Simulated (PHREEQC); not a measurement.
Polishing slurry liquid

Make-up at 15 °C: 16 mmol/kgw H2SO4 and 71 mmol/kgw Fe(NO3)3. Closed to the air; pH follows from the charge balance.

The numbers come from PHREEQC with the ion-association model, wateq4f.dat.

```yaml
pH: 1.55
ionic_strength: 0.383 mol/kgw
total_alkalinity: -174 meq/kg
```

```csv
species,molality,activity,log γ
NO3-,0.213,0.137,-0.193
Fe+3,0.0492,0.00503,-0.991
H+,0.0365,0.0283,-0.110
FeSO4+,0.0122,0.00853,-0.154
FeOH+2,0.00257,0.000620,-0.617
FeHSO4+2,0.00227,0.000660,-0.537
Fe2(OH)2+4,0.00222,1.59e-5,-2.146
```

No solid was allowed to form. The solution is supersaturated, for example in Hematite (slow to form), Goethite (slow to form), so a real one may precipitate; this is no full list.
